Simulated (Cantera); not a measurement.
## Equilibrium for silicon epitaxy and polysilicon growth: SiH₂Cl₂ + H₂ + Cl₂

Feed: 1 mol SiH₂Cl₂, 110 mol H₂, 0.64 mol Cl₂, at 1.40 mbar.

These are equilibrium values from Cantera (NASA tables, ideal gas, pure condensed phases), not measurements of a reactor. Candidate condensed phases: Si; 19 gas species. The tables' values for SiCl₃, SiCl are old estimates; treat these amounts as uncertain. The numbers say what is thermodynamically allowed, not how fast it happens.

From 925 K to 1625 K the condensed part is Si(s). The main Si-bearing gas is SiCl₄ at 925 K and SiCl₂ at 1625 K. The share of Si in condensed phases is highest at 1125 K (81.6 %) and lowest at 925 K (50.4 %).

| T (K) | log p H₂ | log p HCl | log p SiCl₄ | log p SiCl₂ | log p H | log p SiHCl₃ | log p SiCl₃ | log p Si | n Si(s) |
|---|---|---|---|---|---|---|---|---|---|
| 925 | -2.86 | -4.74 | -5.36 | -6.45 | -11.02 | -5.92 | -6.70 | <-14 | 0.504 |
| 1025 | -2.86 | -4.50 | -5.96 | -5.88 | -9.79 | -6.39 | -6.58 | <-14 | 0.750 |
| 1125 | -2.87 | -4.45 | -7.01 | -5.70 | -8.79 | -7.20 | -6.90 | -13.15 | 0.816 |
| 1225 | -2.87 | -4.44 | -8.07 | -5.64 | -7.94 | -8.00 | -7.30 | -11.46 | 0.808 |
| 1325 | -2.87 | -4.45 | -8.98 | -5.59 | -7.22 | -8.69 | -7.66 | -10.03 | 0.793 |
| 1425 | -2.87 | -4.45 | -9.77 | -5.56 | -6.60 | -9.29 | -7.96 | -8.79 | 0.777 |
| 1525 | -2.87 | -4.46 | -10.46 | -5.53 | -6.06 | -9.81 | -8.23 | -7.72 | 0.762 |
| 1625 | -2.87 | -4.46 | -11.06 | -5.51 | -5.58 | -10.27 | -8.47 | -6.79 | 0.735 |
log p: log10 of the partial pressure in bar; n: condensed amount in mol.
